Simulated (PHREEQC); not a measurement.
Consider water at 80 °C with 0.005 mol KH2PO4 and 0.00056 mol Na2HPO4 per kg of water. Closed to the air; pH follows from the charge balance.

All values are PHREEQC results (ion-association model, wateq4f.dat), not measurements.

Task: The ionic strength comes out as 0.00667 mol/kgw. What activity coefficients do H2PO4-, K+, HPO4-2, KHPO4-, Na+ get?

Result: H2PO4- 0.91, K+ 0.91, HPO4-2 0.69, KHPO4- 0.91, Na+ 0.91.

No solid was allowed to form. Complexes and solids missing from the database can't appear. H3PO4, which wateq4f.dat lacks, is added to it with the constant of phreeqc.dat. Away from 25 °C the constants follow the database's enthalpies or fits; those with neither stay at their 25 °C values.
